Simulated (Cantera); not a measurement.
A perfectly stirred reactor is fed with 3.71 % CH3OH, 9.43 % O2, 86.9 % N2, equivalence ratio 0.59, at 1000000 Pa; it is adiabatic with a 550 K inlet, and is followed from long to short residence time, starting on the burning branch (τ in s: 0.35, 0.15, 0.068, 0.03, 0.013, 0.0057, 0.0025, 0.0011, 0.00049, 0.00021, 9.4e-05).

Model: GRI-Mech 3.0 (53 species, 325 reactions), integrated in Cantera. GRI-Mech 3.0 was tuned for natural gas; its chemistry of methanol as a main component is partial and can be far from experiment.

x: mole fraction; the columns are a selection and need not sum to one.

```csv
τ (s),T (K),x CH3OH,x O2,x H,x HCN,x CO,x C2H
0.35,1270,5.18e-5,0.0386,…,<1e-12,0.00132,<1e-12
0.15,1258,0.000109,0.0394,…,<1e-12,0.00256,<1e-12
0.068,1235,0.000244,0.0408,…,<1e-12,0.00491,<1e-12
0.030,1159,0.000935,0.0457,…,<1e-12,0.0115,<1e-12
0.013,550,0.0371,0.0943,<1e-12,<1e-12,<1e-12,<1e-12
0.0057,550,0.0371,0.0943,<1e-12,<1e-12,<1e-12,<1e-12
0.0025,550,0.0371,0.0943,<1e-12,<1e-12,<1e-12,<1e-12
0.0011,550,0.0371,0.0943,<1e-12,<1e-12,<1e-12,<1e-12
0.00049,550,0.0371,0.0943,<1e-12,<1e-12,<1e-12,<1e-12
0.00021,550,0.0371,0.0943,<1e-12,<1e-12,<1e-12,<1e-12
9.4e-5,550,0.0371,0.0943,<1e-12,<1e-12,<1e-12,<1e-12
```

Question: Some entries are withheld; supply them.

Answer: 
- 0.35, x H: 6.31e-8
- 0.15, x H: 1.21e-7
- 0.068, x H: 2.07e-7
- 0.030, x H: 2.57e-7
